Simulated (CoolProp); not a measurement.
Computed with CoolProp (reference Helmholtz-energy equation of state, Thol 2012).

Task: Give the vapour pressure (MPa), surface tension (mN/m), liquid viscosity (µPa s), vapour viscosity (µPa s) of saturated benzene at 465.9, 512 K.

Result: 
| T (K) | p (MPa) | surface tension (mN/m) | liquid viscosity (µPa s) | vapour viscosity (µPa s) |
|---|---|---|---|---|
| 465.9 | 1.28 | 8.01 | 124 | 11.5 |
| 512 | 2.57 | 3.53 | 84.1 | 13.1 |

Viscosity comes from a separate model (Avgeri 2014). Surface tension comes from a separate correlation (Mulero 2012).
